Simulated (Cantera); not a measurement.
What does this Cantera script print?

```python
import numpy as np
import cantera as ct

gas = ct.Solution("gri30.yaml")
gas.TPX = 1275, 500, {'H2': 0.0014, 'O2': 1}
reactor = ct.IdealGasConstPressureReactor(gas, energy="off", clone=False)
net = ct.ReactorNet([reactor])
net.rtol, net.atol = 1e-08, 1e-18
show = ['H2', 'O2', 'HO2', 'H2O2', 'H']
times = np.geomspace(7e-05, 3, 10)

steps = ct.SolutionArray(gas, extra=["t"])
rows = []
print(f"{'t/s':>10s}{'T/K':>9s}{'P/Pa':>11s}" + "".join(f"{s:>11s}" for s in show))
for t in times:
    while net.time < t:
        t_next = net.step()
        steps.append(gas.state, t=t_next)
    rows.append([np.interp(t, steps.t, y) for y in (steps.T, steps.P, *steps(*show).X.T)])
    print(f"{t:10.3e}{rows[-1][0]:9.1f}{rows[-1][1]:11.4g}" + "".join(f"{x:11.3e}" for x in rows[-1][2:]))
rate = np.gradient(steps.T, steps.t)
print("integrator steps:", len(steps.t))
if steps.T.max() > steps.T[0] + 200:
    print(f"time of steepest temperature rise: {steps.t[rate.argmax()]:.4e} s")
gas.TPX = 1275, 500, {'H2': 0.0014, 'O2': 1}
gas.equilibrate("TP")
print(f"equilibrium (TP): T = {gas.T:.1f} K  " + "  ".join(f"{s} {gas[s].X[0]:.3e}" for s in show))
```

It prints:

```
       t/s      T/K       P/Pa         H2         O2        HO2       H2O2          H
 7.000e-05   1275.0        500  1.398e-03  9.986e-01  1.279e-10  3.527e-16  8.570e-11
 2.290e-04   1275.0        500  1.398e-03  9.986e-01  4.183e-10  3.758e-15  1.420e-10
 7.489e-04   1275.0        500  1.398e-03  9.986e-01  1.368e-09  3.971e-14  1.682e-10
 2.450e-03   1275.0        500  1.398e-03  9.986e-01  4.472e-09  4.079e-13  2.367e-10
 8.013e-03   1275.0        500  1.398e-03  9.986e-01  1.460e-08  3.849e-12  6.018e-10
 2.621e-02   1275.0        500  1.397e-03  9.986e-01  4.746e-08  2.929e-11  7.840e-09
 8.573e-02   1275.0        500  6.265e-04  9.978e-01  7.676e-08  2.727e-09  1.085e-05
 2.804e-01   1275.0        500  8.519e-07  9.972e-01  3.722e-08  7.082e-10  7.817e-06
 9.172e-01   1275.0        500  8.104e-07  9.973e-01  3.626e-08  6.966e-10  7.264e-06
 3.000e+00   1275.0        500  6.982e-07  9.975e-01  3.343e-08  6.606e-10  5.784e-06
integrator steps: 599
equilibrium (TP): T = 1275.0 K  H2 1.098e-09  O2 9.986e-01  HO2 2.976e-09  H2O2 4.452e-12  H 3.478e-10
```

Detailed kinetics in Cantera: GRI-Mech 3.0 (53 species, 325 reactions). Radical loss at walls, strong at low pressure, is not modelled.
